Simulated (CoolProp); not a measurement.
Hydrogen chloride at 391.07 K and 0.738 MPa is throttled through a valve to 0.225 MPa with no heat exchange. Each further row changes one setting.

The numbers come from the reference Helmholtz-energy equation of state, Thol 2018 in CoolProp.

```
case                        temperature change (K)  final density (kg/m³)
--------------------------  ----------------------  ---------------------
as stated                                     -4.5                    [?]
outlet pressure 0.0675 MPa                     [?]                    [?]
outlet pressure 0.293 MPa                      [?]                    [?]
```

Question: Some entries are withheld; supply them.

Answer: 
- as stated, final density (kg/m³): 2.57
- outlet pressure 0.0675 MPa, temperature change (K): -5.9
- outlet pressure 0.0675 MPa, final density (kg/m³): 0.770
- outlet pressure 0.293 MPa, temperature change (K): -3.9
- outlet pressure 0.293 MPa, final density (kg/m³): 3.34
